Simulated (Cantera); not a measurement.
# Equilibrium for silicon etching in halogen gases: Si + NF3 + HF

Charge: 1 mol Si, 2.8 mol NF3, 1.9 mol HF, at 652 °C.

These are equilibrium values from Cantera (NASA tables, ideal gas, pure condensed phases), not measurements of a reactor. Candidate condensed phases: Si, Si3N4; 37 gas species. Rates play no part.

```csv
P (Pa),x F,x HF,x F2,x N2,x SiF4,x NF3
1,0.504,0.219,0.00131,0.161,0.115,2.75e-10
3.60,0.499,0.219,0.00463,0.162,0.115,6.57e-9
13,0.482,0.222,0.0156,0.163,0.117,1.48e-7
46,0.438,0.228,0.0456,0.168,0.120,2.64e-6
170,0.347,0.242,0.106,0.178,0.127,3.56e-5
600,0.239,0.257,0.178,0.190,0.135,0.000282
2200,0.145,0.272,0.239,0.199,0.143,0.00166
7700,0.0830,0.282,0.275,0.204,0.149,0.00721
28000,0.0438,0.294,0.278,0.203,0.155,0.0267
100000,0.0215,0.311,0.239,0.192,0.164,0.0736
```
x: gas mole fraction; nothing condenses.

From 1.00 Pa to 100000 Pa nothing is condensed. The main Si-bearing gas is SiF4 throughout.
